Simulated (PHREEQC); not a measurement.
# Polishing slurry liquid: speciation

A solution holds 0.022 mol/kgw H2SO4, 0.0081 mol/kgw Al(NO3)3 and 0.00024 mol/kgw CO2, at 42 °C. Closed to the air; pH follows from the charge balance.

Model: ion-association model, phreeqc.dat, run in PHREEQC.

Each row changes one thing in this solution. No solid was allowed to form.

```
case                            pH  ionic strength (mol/kgw)  HSO4- (mol/kgw)  AlSO4+ (mol/kgw)  SO4-2 (mol/kgw)  Al+3 (mol/kgw)  SI of Gibbsite (Al(OH)3)
----------------------------  ----  ------------------------  ---------------  ----------------  ---------------  --------------  ------------------------
as made                       1.55                    0.0576           0.0108           0.00533          0.00501         0.00234                     -5.84
diluted 2-fold with water     1.82                    0.0306          0.00456           0.00271          0.00340         0.00117                     -5.23
0.00029 mol/kgw KCl added     1.55                    0.0579           0.0108           0.00533          0.00502         0.00235                     -5.84
temperature from 42 to 5 °C   1.52                    0.0627          0.00817           0.00524          0.00756         0.00233                     -8.04
temperature from 42 to 80 °C  1.60                    0.0558           0.0140           0.00481          0.00273         0.00302                     -3.93
```

Away from 25 °C the constants follow the database's enthalpies or fits; those with neither stay at their 25 °C values.
